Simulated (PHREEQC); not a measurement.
Dissolve 0.016 mol/kgw CuCl2 and 0.0055 mol/kgw NaCl at 70 °C. Closed to the air; pH follows from the charge balance.

Equilibrium calculation in PHREEQC: ion-association model, phreeqc.dat.

Q: The ionic strength comes out as 0.0462 mol/kgw. What activity coefficients do Cl-, Cu2(OH)2+2, Cu+2, CuCl+, H+ get?

A: Cl- 0.81, Cu2(OH)2+2 0.43, Cu+2 0.46, CuCl+ 0.81, H+ 0.85.

Precipitation was switched off in this run. At this temperature some constants are extrapolated from 25 °C, and those without enthalpy data are left unchanged.
